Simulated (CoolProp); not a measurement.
The fluid at 293.15 K and 0.496 MPa is throttled through a valve to 0.271 MPa with no heat exchange. The same conditions are run with several fluids, on thermodynamics alone (safety and materials aside).

Values from CoolProp's reference Helmholtz-energy equation of state of each fluid (n-hexane: Thol 2019; the fluoroketone C6F12O (FK-5-1-12): McLinden 2015; benzene: Thol 2012; n-perfluorohexane: Gao 2022; n-butane: Bücker 2006).

Problem. Rank n-hexane, the fluoroketone C6F12O (FK-5-1-12), benzene, n-perfluorohexane, n-butane by final density (kg/m³), highest first.

Solution. n-perfluorohexane (1690), the fluoroketone C6F12O (FK-5-1-12) (1620), benzene (879), n-hexane (659), n-butane (579)
